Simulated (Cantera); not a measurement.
Mixture: CH3OH : O2 : N2 : H2O = 1 : 2.54 : 9.56 : 1.8 (molar parts), equivalence ratio 0.59, at 12.0 bar, adiabatic and at constant pressure. Ignition delay is the time to a rise of 400 K.

Computed with Cantera and GRI-Mech 3.0 (53 species, 325 reactions). GRI-Mech 3.0 was tuned for natural gas; its chemistry of methanol as a main component is partial and can be far from experiment. The pressure lies above the range GRI-Mech 3.0 was tuned for (to about 10 atm).

Q: What does this change do: pressure from 12.0 bar to 0.420 bar?

A: 
```
quantity                                                before       after
--------------------------------------------------  ----------  ----------
delay at 1000 K                                        74.7 ms     0.955 s
delay at 1100 K                                        8.08 ms     0.108 s
delay at 1200 K                                        1.24 ms     17.9 ms
delay at 1300 K                                       0.259 ms     4.07 ms
delay at 1400 K                                        70.8 µs     1.21 ms
apparent activation energy between 1300 and 1400 K  200 kJ/mol  180 kJ/mol
```
